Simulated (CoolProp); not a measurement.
Dimethyl ether at 293.15 K and 9.96 MPa is throttled through a valve to 2.77 MPa with no heat exchange. Each further row changes one setting.

Values from CoolProp's reference Helmholtz-energy equation of state, Wu 2011.

```tsv
case	temperature change (K)	final density (kg/m³)
as stated	+1.6	671
outlet pressure 0.831 MPa	+2.0	667
outlet pressure 3.6 MPa	+1.4	673
```
